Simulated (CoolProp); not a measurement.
Model: reference Helmholtz-energy equation of state, Span 2000, in CoolProp.

Task: For nitrogen, give the phase and the conductivity (mW/(m K)) at 613.35 °C and 13300 kPa; 344.65 °C and 2050 kPa.

Result: 
- 613.35 °C and 13300 kPa: supercritical; conductivity 61.7
- 344.65 °C and 2050 kPa: gas; conductivity 46.2

Thermal conductivity comes from a separate model (Lemmon 2004).
